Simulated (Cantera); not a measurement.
Charge: 1 mol Si, 3.3 mol HBr, 1.8 mol N2, equilibrated at 38.0 Pa.

Cantera equilibrium calculation (NASA polynomials, part measured and part estimated; ideal gas, pure solids and liquids). Candidate condensed phases: Br2, Si, Si3N4; 28 gas species. N2 is the only nitrogen source here; it is nearly inert below about 1500 K, so the nitride shown seldom forms there in practice. The numbers say what is thermodynamically allowed, not how fast it happens.

**Question.** At 723 K, list the 4 most abundant gas species with their mole fractions, and the condensed phases.

**Answer.** HBr 0.548, N2 0.295, H2 0.105, SiBr4 0.0523. Condensed: Si3N4(s).
